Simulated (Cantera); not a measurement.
What does this Cantera script print?

```python
import numpy as np
import cantera as ct

gas = ct.Solution("gri30.yaml")
gas.TPX = 1375, 101325, {'CH4': 1, 'H2O': 0.6, 'H2': 0.094}
inlet = ct.Reservoir(gas, clone=True)

reactor = ct.IdealGasConstPressureReactor(gas, energy="off", clone=False)
exhaust = ct.Reservoir(gas, clone=True)
tau = [0.44, 0.14, 0.042, 0.013, 0.004, 0.0012, 0.00038][0]
for a, b in ((inlet, reactor), (reactor, exhaust)):
    ct.MassFlowController(a, b, mdot=lambda t: reactor.mass / tau)
net = ct.ReactorNet([reactor])
show = ['CH4', 'H2O', 'H2', 'H', 'C2H6', 'HO2', 'HCO']

rows = []
print(f"{'tau/s':>10s}{'T/K':>9s}" + "".join(f"{s:>11s}" for s in show))
for tau in [0.44, 0.14, 0.042, 0.013, 0.004, 0.0012, 0.00038]:
    net.initial_time = 0.0
    net.advance(30 * tau)
    before = gas.X
    net.advance(40 * tau)
    drift = np.max(np.abs(gas.X - before) / (gas.X + 1e-9))
    rows.append([gas.T, *gas[show].X, drift])
    print(f"{tau:10.3e}{gas.T:9.1f}" + "".join(f"{x:11.3e}" for x in gas[show].X))
```

Result:

```
     tau/s      T/K        CH4        H2O         H2          H       C2H6        HO2        HCO
 4.400e-01   1375.0  5.530e-01  3.469e-01  8.740e-02  3.603e-07  6.072e-04  1.495e-17  8.579e-12
 1.400e-01   1375.0  5.783e-01  3.523e-01  6.498e-02  2.669e-07  6.480e-04  1.440e-17  7.752e-12
 4.200e-02   1375.0  5.871e-01  3.538e-01  5.772e-02  2.158e-07  5.066e-04  1.104e-17  4.775e-12
 1.300e-02   1375.0  5.894e-01  3.541e-01  5.601e-02  1.723e-07  2.633e-04  6.625e-18  1.534e-12
 4.000e-03   1375.0  5.901e-01  3.542e-01  5.562e-02  1.371e-07  9.174e-05  3.691e-18  2.912e-13
 1.200e-03   1375.0  5.902e-01  3.542e-01  5.553e-02  1.092e-07  2.252e-05  1.986e-18  4.450e-14
 3.800e-04   1375.0  5.903e-01  3.542e-01  5.550e-02  7.364e-08  3.442e-06  6.413e-19  4.149e-15
```

Cantera simulation using GRI-Mech 3.0 (53 species, 325 reactions); the numbers are that mechanism's predictions, not measurements. GRI-Mech 3.0 stops at C3 and has no aromatics, soot or wall deposition, so with more carbon than oxygen in the feed, carbon stays in small species such as C2H2 where larger ones or solid carbon would form.
